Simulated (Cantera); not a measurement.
An adiabatic, constant-volume homogeneous reactor starts with C3H8 : O2 : N2 : H2O = 1 : 3.12 : 8.75 : 3.8 (molar parts), at 1398 K and 0.490 bar. Integrator tolerance rtol = 1e-08.

Cantera simulation using GRI-Mech 3.0 (53 species, 325 reactions); the numbers are that mechanism's predictions, not measurements. GRI-Mech 3.0 was tuned for natural gas; its chemistry of propane as a main component is partial and can be far from experiment.

Question: What does this change do: initial temperature 1398 to 1150 K?

Answer: 
```csv
quantity,before,after
time of steepest temperature rise,0.426 ms,29.0 ms
temperature at 1.00 s,2725 K,2630 K
equilibrium temperature,2725 K,2630 K
x(C3H8) at 1.00 s,<1e-12 (gas-phase equilibrium <1e-12),<1e-12 (gas-phase equilibrium <1e-12)
x(O2) at 1.00 s,0.00219 (gas-phase equilibrium 0.00219),0.000922 (gas-phase equilibrium 0.000922)
x(H2O) at 1.00 s,0.283 (gas-phase equilibrium 0.283),0.293 (gas-phase equilibrium 0.293)
x(CH3) at 1.00 s,1.59e-12 (gas-phase equilibrium 1.89e-12),1.87e-12 (gas-phase equilibrium 2.18e-12)
x(C2H6) at 1.00 s,<1e-12 (gas-phase equilibrium <1e-12),<1e-12 (gas-phase equilibrium <1e-12)
```

Question: What does this change do: constant pressure in place of constant volume?

Answer: 
| quantity | before | after |
|---|---|---|
| time of steepest temperature rise | 0.426 ms | 0.475 ms |
| temperature at 1.00 s | 2725 K | 2530 K |
| equilibrium temperature | 2725 K | 2530 K |
| x(C3H8) at 1.00 s | <1e-12 (gas-phase equilibrium <1e-12) | <1e-12 (gas-phase equilibrium <1e-12) |
| x(O2) at 1.00 s | 0.00219 (gas-phase equilibrium 0.00219) | 0.000993 (gas-phase equilibrium 0.000993) |
| x(H2O) at 1.00 s | 0.283 (gas-phase equilibrium 0.283) | 0.292 (gas-phase equilibrium 0.292) |
| x(CH3) at 1.00 s | 1.59e-12 (gas-phase equilibrium 1.89e-12) | <1e-12 (gas-phase equilibrium <1e-12) |
| x(C2H6) at 1.00 s | <1e-12 (gas-phase equilibrium <1e-12) | <1e-12 (gas-phase equilibrium <1e-12) |
